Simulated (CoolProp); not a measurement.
Vapour-liquid equilibrium of R22 (1) + R123 (2) at 0.00473 MPa; x and y are mole fractions of (1).

The numbers come from the multi-fluid Helmholtz-energy mixture model, Kamei 1995 and Younglove 1994; pair parameters Bell 2016 in CoolProp.

```json
[
 {"x": "0.05", "bubble temperature (°C)": "(withheld)", "y at the bubble point": "0.652", "dew temperature at overall composition x (°C)": "(withheld)", "liquid density (mol/L)": "10.95"},
 {"x": "0.2", "bubble temperature (°C)": "-69.6", "y at the bubble point": "0.941", "dew temperature at overall composition x (°C)": "(withheld)", "liquid density (mol/L)": "11.94"},
 {"x": "0.35", "bubble temperature (°C)": "-77.8", "y at the bubble point": "0.979", "dew temperature at overall composition x (°C)": "-42.0", "liquid density (mol/L)": "12.86"},
 {"x": "0.5", "bubble temperature (°C)": "(withheld)", "y at the bubble point": "0.990", "dew temperature at overall composition x (°C)": "-45.6", "liquid density (mol/L)": "13.83"},
 {"x": "0.65", "bubble temperature (°C)": "-85.5", "y at the bubble point": "(withheld)", "dew temperature at overall composition x (°C)": "-50.2", "liquid density (mol/L)": "14.88"},
 {"x": "0.8", "bubble temperature (°C)": "-87.7", "y at the bubble point": "0.997", "dew temperature at overall composition x (°C)": "-57.0", "liquid density (mol/L)": "(withheld)"},
 {"x": "0.95", "bubble temperature (°C)": "-89.6", "y at the bubble point": "0.999", "dew temperature at overall composition x (°C)": "-71.0", "liquid density (mol/L)": "17.38"}
]
```

Problem. Some entries are withheld; supply them.

Solution. 
- 0.05, bubble temperature (°C): -50.3
- 0.05, dew temperature at overall composition x (°C): -36.5
- 0.2, dew temperature at overall composition x (°C): -39.0
- 0.5, bubble temperature (°C): -82.5
- 0.65, y at the bubble point: 0.995
- 0.8, liquid density (mol/L): 16.05

No azeotrope shows between x = 0.05 and 0.95.

The pair parameters rest on a limited set of measurements; away from them the model extrapolates. The gap from Raoult's law changes sign with composition, which may be real or a fault of the pair parameters; it wasn't checked against measurements.
